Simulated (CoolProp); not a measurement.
The fluid at 570.58 K and 0.222 MPa is throttled through a valve to 0.0961 MPa with no heat exchange. The same conditions are run with several fluids, on thermodynamics alone (safety and materials aside).

Model: reference Helmholtz-energy equation of state of each fluid (o-xylene: Zhou 2012; n-undecane: Aleksandrov 2011; n-heptane: Span 2003; toluene: Lemmon 2006; sulfur hexafluoride: Guder 2009), in CoolProp.

### Question
Rank o-xylene, n-undecane, n-heptane, toluene, sulfur hexafluoride by temperature change (K), highest first.

### Answer
sulfur hexafluoride (-0.2), n-heptane (-0.8), toluene (-1.1), o-xylene (-1.3), n-undecane (-1.7)

```
fluid                final density (kg/m³)
-------------------  ---------------------
o-xylene                              2.19
n-undecane                            3.27
n-heptane                             2.05
toluene                               1.89
sulfur hexafluoride                   2.96
```
